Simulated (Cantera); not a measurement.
Feed: 1 mol Si₃H₈, 2.5 mol HCl, 87 mol H₂, held at 1200 Torr.

Cantera equilibrium calculation (NASA polynomials, part measured and part estimated; ideal gas, pure solids and liquids). Candidate condensed phases: Si; 19 gas species. The feed counts by its element totals alone. Gases not in the tables: Si₂H₆ and higher silanes. Kinetics and transport are ignored.

### Question
Which condensed phases are stable at each of these points (T (K)): 873, 948, 1023, 1098, 1173, 1248, 1323, 1398, 1473, 1548, 1623, 1698, 1773?

### Answer
```tsv
T (K)	condensed phases	Si condensed (%)
873	Si(s)	75.5
948	Si(s)	76.8
1023	Si(s)	78.9
1098	Si(s)	81.8
1173	Si(s)	85.3
1248	Si(s)	88.8
1323	Si(s)	91.5
1398	Si(s)	92.9
1473	Si(s)	93.6
1548	Si(s)	93.8
1623	Si(s)	93.7
1698	Si(l)	93.7
1773	Si(l)	94.2
```

From 873 K to 1623 K the condensed part is Si(s). From 1698 K to 1773 K the condensed part is Si(l).
